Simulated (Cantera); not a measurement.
What does this Cantera script print?

```python
import numpy as np
import cantera as ct

gas_names = [...]  # 110 gases of nasa_gas.yaml made of C, H, O
cond_names = """
    C(gr) C6H6(L) C7H8(L) C8H18(L),n-octa H2O(s) H2O(L)
""".split()


# ... load() reads the species with a 1 bar reference pressure and builds the phases ...
atoms = {
    'C': {'C': 1},
    'CO2': {'C': 1, 'O': 2},
    'H2': {'H': 2},
}
top_T = {'C(gr)': 4500}  # K; cautious upper limits of use, not melting points


# ... equilibrate(T, P, feed) seeds the gas with the atoms and calls Mixture.equilibrate('TP', solver="vcs", rtol=1e-11, max_steps=5000) ...
results = []
feed = {'C': 1, 'CO2': 0.036, 'H2': 4.8}  # mol
P = 1600000  # Pa
for T in [623, 823, 1023, 1223, 1423, 1623, 1823, 2023, 2223, 2423, 2623, 2823, 3023]:
    mix = equilibrate(T, P, feed)
    results.append((T, P, feed, dict(zip(mix.species_names, mix.species_moles))))

top = {s: max(r[3][s] / sum(r[3][g] for g in gas_names) for r in results) for s in gas_names}
cols = sorted((s for s in top if top[s] > 1e-06), key=lambda s: -top[s])[:6]
seen = [c for c in cond_names if any(r[3].get(c, 0) > 1e-12 for r in results)]
print("log10 of partial pressures in bar; condensed amounts in mol")
print(f"{'T/K':>10s}" + "".join(f"{s[:9]:>10s}" for s in cols + seen))
for T, P, feed, n in results:
    ng = sum(n[g] for g in gas_names)
    print(f"{T:10.4g}" + "".join(f"{np.log10(max(n[s] / ng * P / 1e5, 1e-99)):10.3f}" for s in cols)
          + "".join(f"{n.get(c, 0):10.4g}" for c in seen))
```

It prints:

```
log10 of partial pressures in bar; condensed amounts in mol
       T/K        H2       CH4 C2H2,acet         H       H2O        CO     C(gr)
       623     1.053     0.644   -21.378   -15.102    -0.514    -8.612         0
       823     1.053     0.644   -13.286   -10.608    -0.514    -4.120         0
      1023     1.055     0.638    -8.319    -7.855    -0.578    -1.418         0
      1223     1.126     0.376    -5.680    -5.959    -1.241    -0.670    0.3512
      1423     1.173    -0.073    -4.291    -4.591    -1.961    -0.623    0.7223
      1623     1.188    -0.454    -3.270    -3.567    -2.555    -0.622    0.8592
      1823     1.193    -0.761    -2.482    -2.767    -3.025    -0.623    0.9094
      2023     1.194    -1.010    -1.855    -2.124    -3.400    -0.624     0.925
      2223     1.194    -1.214    -1.343    -1.596    -3.707    -0.625    0.9163
      2423     1.191    -1.386    -0.920    -1.156    -3.964    -0.626    0.8755
      2623     1.184    -1.537    -0.567    -0.783    -4.183    -0.628    0.7833
      2823     1.172    -1.678    -0.272    -0.466    -4.378    -0.630    0.6121
      3023     1.150    -1.818    -0.028    -0.196    -4.557    -0.635    0.3283
```

Equilibrium computed with Cantera from the NASA thermochemical tables; the gas is ideal and each condensed phase is pure.
